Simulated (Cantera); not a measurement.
Cantera run, input and output.

```python
import numpy as np
import cantera as ct

gas = ct.Solution("SiF4_NH3_mec.yaml", "gas")
gas.TPX = 1850, 4500, {'NH3': 1, 'H2': 24}
reactor = ct.IdealGasConstPressureReactor(gas, energy="off", clone=False)
net = ct.ReactorNet([reactor])
net.rtol, net.atol = 1e-08, 1e-18
show = ['NH3', 'H2', 'N2', 'N', 'N2H4']
times = np.geomspace(0.0003, 300, 14)

steps = ct.SolutionArray(gas, extra=["t"])
rows = []
print(f"{'t/s':>10s}{'T/K':>9s}{'P/Pa':>11s}" + "".join(f"{s:>11s}" for s in show))
for t in times:
    while net.time < t:
        t_next = net.step()
        steps.append(gas.state, t=t_next)
    rows.append([np.interp(t, steps.t, y) for y in (steps.T, steps.P, *steps(*show).X.T)])
    print(f"{t:10.3e}{rows[-1][0]:9.1f}{rows[-1][1]:11.4g}" + "".join(f"{x:11.3e}" for x in rows[-1][2:]))
rate = np.gradient(steps.T, steps.t)
print("integrator steps:", len(steps.t))
if steps.T.max() > steps.T[0] + 200:
    print(f"time of steepest temperature rise: {steps.t[rate.argmax()]:.4e} s")
gas.TPX = 1850, 4500, {'NH3': 1, 'H2': 24}
gas.equilibrate("TP")
print(f"equilibrium (TP): T = {gas.T:.1f} K  " + "  ".join(f"{s} {gas[s].X[0]:.3e}" for s in show))
```

Output:

```
       t/s      T/K       P/Pa        NH3         H2         N2          N       N2H4
 3.000e-04   1850.0       4500  4.000e-02  9.600e-01  3.189e-13  7.368e-15  4.379e-15
 8.683e-04   1850.0       4500  4.000e-02  9.600e-01  1.399e-11  1.868e-13  3.582e-14
 2.513e-03   1850.0       4500  4.000e-02  9.600e-01  4.539e-10  4.632e-12  2.982e-13
 7.273e-03   1850.0       4500  3.999e-02  9.600e-01  1.318e-08  1.123e-10  2.485e-12
 2.105e-02   1850.0       4500  3.998e-02  9.599e-01  4.143e-07  2.686e-09  2.060e-11
 6.093e-02   1850.0       4500  3.991e-02  9.596e-01  1.554e-05  5.581e-08  1.555e-10
 1.763e-01   1850.0       4500  3.923e-02  9.597e-01  3.244e-04  2.699e-07  4.353e-10
 5.104e-01   1850.0       4500  3.660e-02  9.610e-01  1.590e-03  2.861e-07  4.123e-10
 1.477e+00   1850.0       4500  2.996e-02  9.644e-01  4.785e-03  2.866e-07  3.156e-10
 4.275e+00   1850.0       4500  1.691e-02  9.711e-01  1.107e-02  2.914e-07  1.480e-10
 1.237e+01   1850.0       4500  2.941e-03  9.776e-01  1.779e-02  3.106e-07  1.482e-11
 3.581e+01   1850.0       4500  1.704e-04  9.782e-01  1.912e-02  6.003e-08  1.099e-13
 1.037e+02   1850.0       4500  3.900e-05  9.782e-01  1.919e-02  1.395e-08  5.815e-15
 3.000e+02   1850.0       4500  1.204e-05  9.783e-01  1.920e-02  4.309e-09  5.544e-16
integrator steps: 1214
equilibrium (TP): T = 1850.0 K  NH3 1.581e-07  H2 9.783e-01  N2 1.921e-02  N 5.658e-11  N2H4 9.800e-20
```

Model: the gas-phase N/H chemistry of the illustrative SiF4/NH3 mechanism in the Surface Chemkin manual (1991), integrated in Cantera. Walls and surfaces, which speed up NH3 decomposition in real reactors, are not modelled.
